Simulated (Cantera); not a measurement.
An isothermal, constant-pressure homogeneous reactor starts with H2 : O2 : N2 : H2O = 0.56 : 1 : 4.4 : 0.55 (molar parts), at 1098 K and 0.510 bar.

Computed with Cantera and GRI-Mech 3.0 (53 species, 325 reactions). The temperature is held fixed by assumption; the heat of reaction is taken as removed at once.

x: mole fraction; the columns are a selection and need not sum to one.

```tsv
t (s)	x H2	x O2	x NO2	x HO2	x NO	x N2O
1.00e-5	0.0860	0.154	<1e-12	6.74e-10	<1e-12	<1e-12
3.35e-5	0.0860	0.154	<1e-12	4.00e-9	<1e-12	<1e-12
0.000112	0.0860	0.154	<1e-12	6.53e-7	<1e-12	<1e-12
0.000376	0.00719	0.118	6.56e-10	6.68e-5	4.15e-7	2.40e-8
0.00126	0.000753	0.116	(withheld)	2.11e-5	4.14e-7	3.76e-8
0.00422	0.000133	0.116	(withheld)	5.32e-6	3.88e-7	4.13e-8
0.0141	1.19e-5	0.116	(withheld)	6.09e-7	3.82e-7	4.27e-8
0.0474	3.60e-7	0.116	(withheld)	4.53e-8	4.06e-7	4.34e-8
0.159	1.60e-8	0.116	(withheld)	8.79e-9	4.22e-7	4.36e-8
0.532	3.92e-9	0.116	(withheld)	3.28e-9	4.27e-7	4.35e-8
1.78	1.37e-9	0.116	(withheld)	2.47e-9	4.26e-7	4.20e-8
5.97	9.45e-10	0.116	6.07e-9	2.75e-9	4.24e-7	3.69e-8
20.0	9.28e-10	0.116	6.44e-9	2.79e-9	4.24e-7	2.39e-8
```

### Question
What belongs in the gaps?

### Answer

- 0.00126, x NO2: 1.58e-8
- 0.00422, x NO2: 4.25e-8
- 0.0141, x NO2: 4.86e-8
- 0.0474, x NO2: 2.46e-8
- 0.159, x NO2: 7.71e-9
- 0.532, x NO2: 3.37e-9
- 1.78, x NO2: 3.81e-9
